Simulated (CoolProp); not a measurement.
Computed with CoolProp (reference Helmholtz-energy equation of state, de Reuck 1990).

Question: Give the vapour pressure (kPa), liquid density (kg/m³), vapour density (kg/m³), surface tension (mN/m) of saturated fluorine at 97.7 K.

Answer: 
| T (K) | p (kPa) | liquid density (kg/m³) | vapour density (kg/m³) | surface tension (mN/m) |
|---|---|---|---|---|
| 97.7 | 353 | 1410 | 18.0 | 10.1 |

Surface tension comes from a separate correlation (Mulero 2012).
